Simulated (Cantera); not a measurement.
An isothermal, constant-pressure homogeneous reactor starts with C₂H₆ : N₂ = 1 : 3.6 (molar parts), at 1200 K and 0.353 Torr. Integrator tolerance rtol = 1e-08.

Model: GRI-Mech 3.0 (53 species, 325 reactions), integrated in Cantera. GRI-Mech 3.0 stops at C3 and has no aromatics, soot or wall deposition, so with more carbon than oxygen in the feed, carbon stays in small species such as C2H2 where larger ones or solid carbon would form. Radical loss at walls, strong at low pressure, is not modelled.

Task: What does this change do: N2 3.6 to 0.55 parts?

Result: 
| quantity | before | after |
|---|---|---|
| x(C₂H₆) at 1.00 s | 0.133 (gas-phase equilibrium 4.00e-9) | 0.240 (gas-phase equilibrium 3.13e-8) |
| x(CH₃) at 1.00 s | 0.00168 (gas-phase equilibrium 3.98e-7) | 0.00217 (gas-phase equilibrium 1.11e-6) |
| x(C₂H) at 1.00 s | 2.19e-10 (gas-phase equilibrium 3.31e-10) | 4.71e-10 (gas-phase equilibrium 5.54e-10) |
| x(CH₄) at 1.00 s | 0.0232 (gas-phase equilibrium 0.00125) | 0.102 (gas-phase equilibrium 0.00476) |
| x(CH₂) at 1.00 s | 2.00e-7 (gas-phase equilibrium 3.34e-12) | 1.62e-7 (gas-phase equilibrium 6.86e-12) |
| x(H₂) at 1.00 s | 0.0486 (gas-phase equilibrium 0.301) | 0.168 (gas-phase equilibrium 0.559) |

Task: What does this change do: temperature 1200 to 1600 K?

Result: 
```
quantity                                              before                                    after
-----------------  -----------------------------------------  ---------------------------------------
x(C₂H₆) at 1.00 s      0.133 (gas-phase equilibrium 4.00e-9)   7.34e-6 (gas-phase equilibrium <1e-12)
x(CH₃) at 1.00 s     0.00168 (gas-phase equilibrium 3.98e-7)  0.00130 (gas-phase equilibrium 6.88e-7)
x(C₂H) at 1.00 s   2.19e-10 (gas-phase equilibrium 3.31e-10)  4.83e-7 (gas-phase equilibrium 1.45e-6)
x(CH₄) at 1.00 s      0.0232 (gas-phase equilibrium 0.00125)   0.0585 (gas-phase equilibrium 7.38e-6)
x(CH₂) at 1.00 s    2.00e-7 (gas-phase equilibrium 3.34e-12)  1.02e-6 (gas-phase equilibrium 2.95e-9)
x(H₂) at 1.00 s         0.0486 (gas-phase equilibrium 0.301)      0.230 (gas-phase equilibrium 0.302)
```
